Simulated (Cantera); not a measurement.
A closed system holds: 1 mol Si, 1.1 mol Cl2, 5.9 mol H2, at 1100 K and 105 Torr.

Cantera equilibrium calculation (NASA polynomials, part measured and part estimated; ideal gas, pure solids and liquids). Candidate condensed phases: Si; 19 gas species. The tables' values for SiCl3 are old estimates; treat these amounts as uncertain. Kinetics and transport are ignored.

Base state: H2 0.881, SiCl4 0.0560, HCl 0.0347, SiHCl3 0.0210, SiCl3 0.00334, SiCl2 0.00278, SiH2Cl2 0.000944, SiH3Cl 1.13e-5 (mole fractions); condensed: Si(s).

**Question.** What changes in the equilibrium state with this change: temperature from 1100 K to 1450 K?

**Answer.** 
| species | before | after |
|---|---|---|
| H2 | 0.881 | 0.793 |
| HCl | 0.0347 | 0.124 |
| SiCl2 | 0.00278 | 0.0603 |
| SiCl4 | 0.0560 | 0.00728 |
| SiHCl3 | 0.0210 | 0.00400 |
| SiCl3 | 0.00334 | 0.0110 |
| H | 6.49e-8 | 2.25e-5 |
| SiH2Cl2 | 0.000944 | 0.000340 |
| SiH3Cl | 1.13e-5 | 8.39e-6 |
| Si(s), mol | 0.455 | 0.430 |
